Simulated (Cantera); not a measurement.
Input: 1 mol CO, 2.4 mol H₂O, a varied amount of H₂, held at 2200 K and 50000 Pa.

Equilibrium computed with Cantera from the NASA thermochemical tables; the gas is ideal and each condensed phase is pure. Candidate condensed phases: C, C₆H₆, C₇H₈, C₈H₁₈, H₂O; 110 gas species. Kinetics and transport are ignored.

### Question
At 5.3 mol H₂, list the 5 most abundant gas species with their mole fractions, and the condensed phases.

### Answer
H₂ 0.613, H₂O 0.266, CO 0.106, CO₂ 0.00869, H 0.00624. Condensed: gas only.
